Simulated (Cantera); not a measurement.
Charge: 1 mol SiCl₄, 0.29 mol C₂H₄, 5.6 mol H₂, equilibrated at 1000 Pa.

Equilibrium computed with Cantera from the NASA thermochemical tables; the gas is ideal and each condensed phase is pure. Candidate condensed phases: C, C₆H₆, C₇H₈, C₈H₁₈, Si, SiC; 109 gas species. The tables' values for SiCl₃ are old estimates; treat these amounts as uncertain. Rates play no part. All values below are at 1198 K.

Base state: H₂ 0.635, HCl 0.311, SiCl₄ 0.0433, SiCl₃ 0.00431, SiCl₂ 0.00380, SiHCl₃ 0.00237, SiH₂Cl₂ 1.70e-5, CH₄ 1.02e-5 (mole fractions); condensed: SiC(s).

Question: What changes in the equilibrium state with this change: SiCl₄ replaced by SiH₄?

Answer: 
```tsv
species	before	after
H₂	0.635	1.000
CH₄	1.02e-5	2.67e-7
HCl	0.311	0
SiCl₄	0.0433	0
SiCl₃	0.00431	0
SiCl₂	0.00380	0
SiC(s), mol	0.580	0.580
Si(s), mol	0	0.420
```
Mutual solubility and eutectic melting of coexisting phases are not modelled.
